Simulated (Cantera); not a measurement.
Pyrogenic steam for wet oxidation

A perfectly stirred reactor is fed with H2 : O2 : N2 = 0.4 : 1 : 2 (molar parts), equivalence ratio 0.20, at 100.0 Torr; it is held at 1400 K, and followed from long to short residence time.

Cantera simulation using GRI-Mech 3.0 (53 species, 325 reactions); the numbers are that mechanism's predictions, not measurements. The temperature is held fixed by assumption; the heat of reaction is taken as removed at once.

```
τ (s)        x H2   x O2    x N2O    x HO2     x NO   x H2O       x H
-------  --------  -----  -------  -------  -------  ------  --------
3.0       4.64e-5  0.250  2.05e-7  9.76e-7  1.54e-6   0.125   6.82e-6
1.0       9.61e-5  0.250  1.93e-7  1.82e-6  1.15e-6   0.124   2.08e-5
0.36     0.000188  0.249  1.68e-7  3.12e-6  9.06e-7   0.124   5.84e-5
0.13     0.000365  0.249  1.38e-7  5.01e-6  8.44e-7   0.124  0.000162
0.043    0.000741  0.248  1.06e-7  7.71e-6  1.06e-6   0.123  0.000488
0.015     0.00143  0.247  8.03e-8  1.05e-5  1.66e-6   0.121   0.00136
0.0052    0.00271  0.245  5.92e-8  1.30e-5  2.74e-6   0.117   0.00366
0.0018    0.00488  0.242  4.31e-8  1.46e-5  4.05e-6   0.110   0.00901
0.00062   0.00825  0.238  3.12e-8  1.51e-5  4.41e-6  0.0997    0.0185
0.00021    0.0136  0.236  2.18e-8  1.48e-5  2.89e-6  0.0867    0.0288
```
x: mole fraction; the columns are a selection and need not sum to one.
